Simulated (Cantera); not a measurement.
## Moist CO burnout

A perfectly stirred reactor is fed with 0.192 % CO, 3.84 % O2, 0.0288 % H2O, 95.9 % N2, equivalence ratio 0.025, at 3.85 atm; it is held at 1425 K, and followed from long to short residence time.

Computed with Cantera and GRI-Mech 3.0 (53 species, 325 reactions).

```csv
τ (s),x CO,x O2,x H2O,x NO,x NO2,x N2O,x HO2
15,4.86e-6,0.0375,0.000287,2.30e-6,4.14e-8,3.14e-7,2.24e-8
4.3,1.24e-5,0.0375,0.000287,2.34e-6,5.79e-8,5.98e-7,5.12e-8
1.2,3.20e-5,0.0375,0.000286,2.48e-6,7.75e-8,1.14e-6,1.16e-7
0.36,7.73e-5,0.0375,0.000285,2.54e-6,8.99e-8,1.97e-6,2.36e-7
0.10,0.000191,0.0375,0.000284,2.27e-6,8.27e-8,3.01e-6,4.63e-7
0.030,0.000417,0.0376,0.000282,1.55e-6,5.42e-8,3.53e-6,7.82e-7
0.0086,0.000829,0.0378,0.000280,6.78e-7,2.19e-8,3.01e-6,1.17e-6
0.0025,0.00135,0.0381,0.000279,1.53e-7,4.64e-9,1.69e-6,1.45e-6
```
x: mole fraction; the columns are a selection and need not sum to one.
